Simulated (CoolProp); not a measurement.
Properties of C3F8 (R218) along the isobar 1.25 MPa (Tc = 71.9 °C, pc = 2.640 MPa, ω = 0.317).

The numbers come from the reference Helmholtz-energy equation of state, Lemmon 2006 in CoolProp. It is a short technical equation, of lower accuracy than the large ones.

| T (°C) | phase | Z | cp (kJ/(kg K)) | viscosity (µPa s) |
|---|---|---|---|---|
| 7.65 | liquid | 0.07063 | 1.090 | (withheld) |
| 17.05 | liquid | 0.07078 | 1.127 | 193 |
| 26.55 | liquid | 0.07142 | 1.174 | 166 |
| 36.05 | liquid | (withheld) | 1.244 | 140 |
| 45.55 | gas | (withheld) | 1.040 | 14.3 |
| 54.95 | gas | 0.7673 | 0.9925 | 14.5 |
| 64.45 | gas | 0.7977 | 0.9697 | 14.8 |
| 73.95 | gas | 0.8221 | 0.9588 | 15.1 |
| 83.45 | gas | 0.8423 | 0.9547 | 15.4 |
| 92.85 | gas | 0.8591 | 0.9546 | 15.8 |
| 102.35 | gas | 0.8737 | 0.9571 | 16.2 |
| 111.85 | gas | (withheld) | 0.9613 | 16.6 |
| 121.35 | gas | 0.8973 | 0.9666 | 16.9 |

Q: Fill in the missing entries.

A: 
- 7.65, viscosity (µPa s): 224
- 36.05, Z: 0.07280
- 45.55, Z: 0.7282
- 111.85, Z: 0.8863

Viscosity comes from a separate model (Huber 2003), an estimate that may be off by 10 % or more.
